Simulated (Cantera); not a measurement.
Input: 1 mol Si2Cl6, 15 mol NH3, at 0.133 bar.

Method: chemical equilibrium by Gibbs-energy minimisation in Cantera with the NASA 1993 tables (ideal gas, pure condensed phases). Candidate condensed phases: NH4Cl, Si, Si3N4; 28 gas species. The feed counts by its element totals alone. Gases not in the tables: Si2H6 and higher silanes. Equilibrium is a limit: real reactors are often held back by kinetics, nucleation or transport.

### Question
Which condensed phases are stable at each of these points (T (K)): 700, 800, 900, 1000, 1100, 1200, 1300, 1400, 1500, 1600, 1700, 1800, 1900, 2000?

### Answer
```json
[
 {"T (K)": "700", "condensed phases": "Si3N4(s)", "Si condensed (%)": "91.2"},
 {"T (K)": "800", "condensed phases": "Si3N4(s)", "Si condensed (%)": "94.9"},
 {"T (K)": "900", "condensed phases": "Si3N4(s)", "Si condensed (%)": "96.8"},
 {"T (K)": "1000", "condensed phases": "Si3N4(s)", "Si condensed (%)": "97.8"},
 {"T (K)": "1100", "condensed phases": "Si3N4(s)", "Si condensed (%)": "98.3"},
 {"T (K)": "1200", "condensed phases": "Si3N4(s)", "Si condensed (%)": "98.6"},
 {"T (K)": "1300", "condensed phases": "Si3N4(s)", "Si condensed (%)": "98.6"},
 {"T (K)": "1400", "condensed phases": "Si3N4(s)", "Si condensed (%)": "97.7"},
 {"T (K)": "1500", "condensed phases": "Si3N4(s)", "Si condensed (%)": "94.4"},
 {"T (K)": "1600", "condensed phases": "Si3N4(s)", "Si condensed (%)": "85.5"},
 {"T (K)": "1700", "condensed phases": "Si3N4(s)", "Si condensed (%)": "68.8"},
 {"T (K)": "1800", "condensed phases": "Si3N4(s)", "Si condensed (%)": "47.1"},
 {"T (K)": "1900", "condensed phases": "Si(l)", "Si condensed (%)": "30.8"},
 {"T (K)": "2000", "condensed phases": "Si(l)", "Si condensed (%)": "33.1"}
]
```

From 700 K to 1800 K the condensed part is Si3N4(s). From 1900 K to 2000 K the condensed part is Si(l).
